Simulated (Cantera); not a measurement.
A closed system holds: 1 mol PbO, 0.27 mol CO, 0.11 mol N2, at 89.0 mbar.

Method: chemical equilibrium by Gibbs-energy minimisation in Cantera with the NASA 1993 tables (ideal gas, pure condensed phases). Candidate condensed phases: C, Pb, PbO, PbO2, Pb3O4; 27 gas species. Each liquid is taken as pure. Mutual solubility and eutectic melting of coexisting phases are not modelled. Kinetics and transport are ignored.

x: gas mole fraction; n: condensed amount in mol.

```json
[
 {"T (K)": "875", "x CO2": "0.710", "x N2": "0.289", "x Pb": "7.58e-6", "x PbO": "2.89e-8", "n Pb(l)": "0.270", "n PbO(yellow)": "0.730", "n PbO(l)": "0"},
 {"T (K)": "900", "x CO2": "0.710", "x N2": "0.289", "x Pb": "1.54e-5", "x PbO": "8.39e-8", "n Pb(l)": "0.270", "n PbO(yellow)": "0.730", "n PbO(l)": "0"},
 {"T (K)": "925", "x CO2": "0.710", "x N2": "0.289", "x Pb": "3.00e-5", "x PbO": "2.29e-7", "n Pb(l)": "0.270", "n PbO(yellow)": "0.730", "n PbO(l)": "0"},
 {"T (K)": "950", "x CO2": "0.710", "x N2": "0.289", "x Pb": "5.65e-5", "x PbO": "5.93e-7", "n Pb(l)": "0.270", "n PbO(yellow)": "0.730", "n PbO(l)": "0"},
 {"T (K)": "975", "x CO2": "0.710", "x N2": "0.289", "x Pb": "?", "x PbO": "?", "n Pb(l)": "0.270", "n PbO(yellow)": "0.730", "n PbO(l)": "0"},
 {"T (K)": "1000", "x CO2": "0.710", "x N2": "0.289", "x Pb": "0.000182", "x PbO": "3.42e-6", "n Pb(l)": "0.270", "n PbO(yellow)": "0.730", "n PbO(l)": "0"},
 {"T (K)": "1025", "x CO2": "0.710", "x N2": "0.289", "x Pb": "0.000313", "x PbO": "7.70e-6", "n Pb(l)": "0.270", "n PbO(yellow)": "0.730", "n PbO(l)": "0"},
 {"T (K)": "1050", "x CO2": "0.710", "x N2": "0.289", "x Pb": "0.000523", "x PbO": "1.66e-5", "n Pb(l)": "0.270", "n PbO(yellow)": "0.730", "n PbO(l)": "0"},
 {"T (K)": "1075", "x CO2": "0.710", "x N2": "0.289", "x Pb": "0.000853", "x PbO": "3.46e-5", "n Pb(l)": "0.270", "n PbO(yellow)": "0.730", "n PbO(l)": "0"},
 {"T (K)": "1100", "x CO2": "0.709", "x N2": "0.289", "x Pb": "0.00136", "x PbO": "6.96e-5", "n Pb(l)": "0.269", "n PbO(yellow)": "0.730", "n PbO(l)": "0"},
 {"T (K)": "1125", "x CO2": "0.709", "x N2": "0.289", "x Pb": "?", "x PbO": "?", "n Pb(l)": "0.269", "n PbO(yellow)": "0.730", "n PbO(l)": "0"},
 {"T (K)": "1150", "x CO2": "0.708", "x N2": "0.288", "x Pb": "0.00326", "x PbO": "0.000256", "n Pb(l)": "0.269", "n PbO(yellow)": "0.730", "n PbO(l)": "0"},
 {"T (K)": "1175", "x CO2": "0.706", "x N2": "0.288", "x Pb": "0.00489", "x PbO": "0.000453", "n Pb(l)": "0.268", "n PbO(yellow)": "0", "n PbO(l)": "0.730"},
 {"T (K)": "1200", "x CO2": "0.705", "x N2": "0.287", "x Pb": "0.00723", "x PbO": "0.000767", "n Pb(l)": "0.267", "n PbO(yellow)": "0", "n PbO(l)": "0.730"}
]
```

Question: What belongs in the gaps?

Answer: 
- 975, x Pb: 0.000103
- 975, x PbO: 1.46e-6
- 1125, x Pb: 0.00213
- 1125, x PbO: 0.000135
